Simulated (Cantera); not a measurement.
What does this Cantera script print?

```python
import numpy as np
import cantera as ct

gas_names = """
    C CH CH2 CH3 CH2OH CH3O CH4 CH3OH CO CO2 COOH C2 C2H CHCO,ketyl C2H2,acetylene C2H2,vinylidene
    CH2CO,ketene C2H3,vinyl CH3CO,acetyl C2H4 C2H4O,ethylen CH3CHO,ethanal CH3COOH (HCOOH)2 C2H5 C2H6
    CH3OCH3 C2H5OH C2O C3 C3H3,propargyl C3H4,allene C3H4,propyne C3H4,cyclo- C3H5,allyl C3H6,propylene
    C3H6,cyclo- C3H6O C3H7,n-propyl C3H7,i-propyl C3H8 C3H8O,1propanol C3H8O,2propanol C3O2 C4 C4H2
    C4H4,1,3-cyclo- C4H6,butadiene C4H6,2-butyne C4H6,cyclo- C4H8,1-butene C4H8,cis2-buten
    C4H8,tr2-butene C4H8,isobutene C4H8,cyclo- (CH3COOH)2 C4H9,n-butyl C4H9,i-butyl C4H9,s-butyl
    C4H9,t-butyl C4H10,isobutane C4H10,n-butane C5 C5H6,1,3cyclo- C5H8,cyclo- C5H10,1-pentene
    C5H10,cyclo- C5H11,pentyl C5H11,t-pentyl C5H12,n-pentane C5H12,i-pentane CH3C(CH3)2CH3 C6H2
    C6H5,phenyl C6H5O,phenoxy C6H6 C6H5OH,phenol C6H10,cyclo- C6H12,1-hexene C6H12,cyclo- C6H13,n-hexyl
    C7H7,benzyl C7H8 C7H8O,cresol C7H14,1-heptene C7H15,n-heptyl C7H16,n-heptane C8H8,styrene
    C8H10,ethylbenz C8H16,1-octene C8H17,n-octyl C8H18,isooctane C8H18,n-octane C9H19,n-nonyl
    C10H8,naphthale C10H21,n-decyl C12H9,o-bipheny C12H10,bipheny H HCO HO2 H2 HCHO,formaldehy HCOOH H2O
    H2O2 O OH O2 O3 Si SiC SiC2 SiC4H12 SiH SiH2 SiH3 SiH4 SiO SiO2 Si2 Si2C Si3
""".split()
cond_names = """
    C(gr) C6H6(L) C7H8(L) C8H18(L),n-octa H2O(s) H2O(L) Si(cr) Si(L) SiC(b) SiO2(Lqz) SiO2(hqz) SiO2(L)
""".split()


def load(file, names, dense=False):
    # The tables refer to 1 bar. Condensed volumes are neglected.
    table = {s.name: s for s in ct.Species.list_from_file(file)}
    out = []
    for n in names:
        d = dict(table[n].input_data)
        d["thermo"] = dict(d["thermo"], **{"reference-pressure": 1e5})
        if dense:
            d["equation-of-state"] = {"model": "constant-volume", "density": "1e6 g/cm^3"}
        out.append(ct.Species.from_dict(d))
    return out


gas = ct.Solution(thermo="ideal-gas", species=load("nasa_gas.yaml", gas_names))
cond = {s.name: ct.Solution(thermo="fixed-stoichiometry", species=[s], name=s.name)
        for s in load("nasa_condensed.yaml", cond_names, dense=True)}
atoms = {
    'HMDSO': {'Si': 2, 'C': 6, 'H': 18, 'O': 1},
    'H2O': {'H': 2, 'O': 1},
}
top_T = {'C(gr)': 4500, 'SiC(b)': 3050}  # K; cautious upper limits of use, not melting points


def equilibrate(T, P, feed):
    n = {}
    for name, mol in feed.items():
        for a, k in atoms[name].items():
            n[a] = n.get(a, 0.0) + k * mol
    gas.TPX = T, P, n
    mass = sum(n.values()) * gas.mean_molecular_weight
    gas.equilibrate("TP")
    valid = [c for c in cond.values() if c.min_temp <= T <= top_T.get(c.name, c.max_temp)]
    mix = ct.Mixture([(gas, mass / gas.mean_molecular_weight)] + [(c, 0.0) for c in valid])
    mix.T, mix.P = T, P
    mix.equilibrate("TP", solver="vcs", rtol=1e-11, max_steps=5000)
    return mix


results = []
feed = {'HMDSO': 1, 'H2O': 7.4}  # mol
P = 730  # Pa
for T in [873, 948, 1023, 1098, 1173, 1248, 1323, 1398, 1473, 1548]:
    mix = equilibrate(T, P, feed)
    results.append((T, P, feed, dict(zip(mix.species_names, mix.species_moles))))

top = {s: max(r[3][s] / sum(r[3][g] for g in gas_names) for r in results) for s in gas_names}
cols = sorted((s for s in top if top[s] > 0.0001), key=lambda s: -top[s])[:9]
seen = [c for c in cond_names if any(r[3].get(c, 0) > 1e-12 for r in results)]
print("log10 of partial pressures in bar; condensed amounts in mol")
print(f"{'T/K':>10s}" + "".join(f"{s[:9]:>10s}" for s in cols + seen))
for T, P, feed, n in results:
    ng = sum(n[g] for g in gas_names)
    print(f"{T:10.4g}" + "".join(f"{np.log10(max(n[s] / ng * P / 1e5, 1e-99)):10.3f}" for s in cols)
          + "".join(f"{n.get(c, 0):10.4g}" for c in seen))
```

Result:

```
log10 of partial pressures in bar; condensed amounts in mol
       T/K        H2        CO       SiO       H2O       CO2       CH4         H     C(gr)    SiC(b) SiO2(hqz)
       873    -2.240    -2.831   -20.298    -4.443    -4.608    -4.829   -11.450      1.73         0         2
       948    -2.240    -2.815   -17.049    -5.069    -5.386    -5.246   -10.401      1.62         0         2
      1023    -2.240    -2.812   -14.272    -5.615    -6.071    -5.605    -9.503     1.602         0         2
      1098    -2.240    -2.812   -11.878    -6.088    -6.663    -5.917    -8.727     1.599         0         2
      1173    -2.240    -2.811    -9.795    -6.501    -7.177    -6.191    -8.048     1.599         0         2
      1248    -2.240    -2.811    -7.967    -6.864    -7.628    -6.433    -7.451     1.599         0         2
      1323    -2.240    -2.811    -6.350    -7.186    -8.026    -6.648    -6.920     1.598         0     1.999
      1398    -2.262    -2.739    -5.204    -7.202    -8.013    -7.105    -6.456         0    0.5271     1.454
      1473    -2.266    -2.739    -4.295    -7.083    -7.949    -7.665    -6.031         0    0.4823     1.364
      1548    -2.289    -2.739    -3.476    -6.996    -7.891    -8.209    -5.656         0    0.1779    0.7554
```

Equilibrium computed with Cantera from the NASA thermochemical tables; the gas is ideal and each condensed phase is pure. The feed counts by its element totals alone. Mutual solubility and eutectic melting of coexisting phases are not modelled. The tables hold silica as quartz up to 1696 K and as liquid above; real silica turns to tridymite and cristobalite and melts near 1996 K.
